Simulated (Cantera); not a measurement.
Input (Python, Cantera):

```python
import numpy as np
import cantera as ct

gas = ct.Solution("gri30.yaml")
gas.TPX = 1050, 2666, {'H2': 0.032, 'O2': 1}
reactor = ct.IdealGasConstPressureReactor(gas, energy="off", clone=False)
net = ct.ReactorNet([reactor])
net.rtol, net.atol = 1e-08, 1e-18
show = ['H2', 'O2', 'OH', 'H2O', 'H']
times = np.geomspace(7e-06, 200, 13)

steps = ct.SolutionArray(gas, extra=["t"])
rows = []
print(f"{'t/s':>10s}{'T/K':>9s}{'P/Pa':>11s}" + "".join(f"{s:>11s}" for s in show))
for t in times:
    while net.time < t:
        t_next = net.step()
        steps.append(gas.state, t=t_next)
    rows.append([np.interp(t, steps.t, y) for y in (steps.T, steps.P, *steps(*show).X.T)])
    print(f"{t:10.3e}{rows[-1][0]:9.1f}{rows[-1][1]:11.4g}" + "".join(f"{x:11.3e}" for x in rows[-1][2:]))
rate = np.gradient(steps.T, steps.t)
print("integrator steps:", len(steps.t))
if steps.T.max() > steps.T[0] + 200:
    print(f"time of steepest temperature rise: {steps.t[rate.argmax()]:.4e} s")
gas.TPX = 1050, 2666, {'H2': 0.032, 'O2': 1}
gas.equilibrate("TP")
print(f"equilibrium (TP): T = {gas.T:.1f} K  " + "  ".join(f"{s} {gas[s].X[0]:.3e}" for s in show))
```

Output:

```
       t/s      T/K       P/Pa         H2         O2         OH        H2O          H
 7.000e-06   1050.0       2666  3.101e-02  9.690e-01  1.022e-12  3.517e-14  1.398e-11
 2.927e-05   1050.0       2666  3.101e-02  9.690e-01  1.442e-11  2.176e-12  4.890e-11
 1.224e-04   1050.0       2666  3.101e-02  9.690e-01  1.440e-10  9.947e-11  1.607e-10
 5.118e-04   1050.0       2666  3.101e-02  9.690e-01  2.486e-09  5.325e-09  1.844e-09
 2.140e-03   1050.0       2666  3.094e-02  9.689e-01  2.048e-05  5.378e-05  1.479e-05
 8.948e-03   1050.0       2666  2.938e-04  9.580e-01  9.951e-04  2.969e-02  1.617e-03
 3.742e-02   1050.0       2666  3.527e-05  9.670e-01  3.340e-04  3.123e-02  7.395e-05
 1.565e-01   1050.0       2666  2.361e-06  9.684e-01  9.036e-05  3.145e-02  1.469e-06
 6.542e-01   1050.0       2666  1.733e-07  9.685e-01  2.643e-05  3.148e-02  3.594e-08
 2.736e+00   1050.0       2666  1.943e-08  9.685e-01  9.380e-06  3.149e-02  1.602e-09
 1.144e+01   1050.0       2666  3.124e-09  9.685e-01  3.877e-06  3.149e-02  1.134e-10
 4.783e+01   1050.0       2666  6.184e-10  9.685e-01  1.750e-06  3.150e-02  1.046e-11
 2.000e+02   1050.0       2666  1.475e-10  9.685e-01  8.591e-07  3.150e-02  1.246e-12
integrator steps: 1937
equilibrium (TP): T = 1050.0 K  H2 7.137e-11  O2 9.685e-01  OH 5.954e-07  H2O 3.150e-02  H 4.224e-13
```

Detailed kinetics in Cantera: GRI-Mech 3.0 (53 species, 325 reactions). Radical loss at walls, strong at low pressure, is not modelled.
